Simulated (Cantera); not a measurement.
Feed: 1 mol Fe, 0.37 mol Cl2, 0.031 mol O2, equilibrated at 1350 K and 10000 Pa.

These are equilibrium values from Cantera (NASA tables, ideal gas, pure condensed phases), not measurements of a reactor. Candidate condensed phases: Fe, FeCl2, FeCl3, FeO, Fe2O3, Fe3O4; 13 gas species. Mutual solubility and eutectic melting of coexisting phases are not modelled. The tables' stoichiometric FeO is somewhat more stable than real wüstite, so its field is too wide. FeO: taken at fixed stoichiometry. The numbers say what is thermodynamically allowed, not how fast it happens.

Base state: FeCl2 0.986, Fe2Cl4 0.0133, FeCl3 0.000391 (mole fractions); condensed: Fe(γ) + FeO(s).

Question: What changes in the equilibrium state with this change: Fe replaced by Fe2O3?

Answer: 
| species | before | after |
|---|---|---|
| O2 | <1e-9 | 0.321 |
| Cl2 | 1.93e-8 | 0.304 |
| FeCl3 | 0.000391 | 0.209 |
| FeCl2 | 0.986 | 0.133 |
| Cl | 8.38e-6 | 0.0333 |
| Fe2Cl4 | 0.0133 | 0.000241 |
| ClO | <1e-9 | 0.000181 |
| Fe2Cl6 | <1e-9 | 0.000133 |
| Fe(γ), mol | 0.568 | 0 |
| FeO(s), mol | 0.0620 | 0 |
| Fe2O3(s), mol | 0 | 0.918 |

Question: What changes in the equilibrium state with this change: pressure from 10000 Pa to 101000 Pa?

Answer: 
```tsv
species	before	after
FeCl2	0.986	0.889
Fe2Cl4	0.0133	0.110
FeCl3	0.000391	0.00106
Fe(γ), mol	0.568	0.568
FeO(s), mol	0.0620	0.0620
```
